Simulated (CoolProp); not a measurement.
Model: reference Helmholtz-energy equation of state, Zhou 2012, in CoolProp.

Problem. For m-xylene, give the phase and the speed of sound (m/s), expansivity (1/kK), viscosity (µPa s), Prandtl number at 418.9 K and 12.5 MPa; 464.8 K and 12.5 MPa; 477.9 K and 12.5 MPa.

Solution. 
- 418.9 K and 12.5 MPa: liquid; speed of sound 959, expansivity 1.15, viscosity 238, Prandtl number 4.73
- 464.8 K and 12.5 MPa: liquid; speed of sound 824, expansivity 1.30, viscosity 181, Prandtl number 4.22
- 477.9 K and 12.5 MPa: liquid; speed of sound 788, expansivity 1.35, viscosity 168, Prandtl number 4.09

Viscosity comes from a separate model (Cao 2016). Thermal conductivity comes from a separate model (Mylona 2014).
